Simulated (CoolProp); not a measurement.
The numbers come from the reference Helmholtz-energy equation of state, Colonna 2008 in CoolProp. It is a short technical equation, of lower accuracy than the large ones.

Q: For dodecamethylcyclohexasiloxane (D6), give the phase and the cp (kJ/(kg K)) at 620 K and 15.2 kPa; 620 K and 31.2 kPa; 620 K and 2340 kPa.

A: 
- 620 K and 15.2 kPa: gas; cp 1.96
- 620 K and 31.2 kPa: gas; cp 1.96
- 620 K and 2340 kPa: liquid; cp 2.22
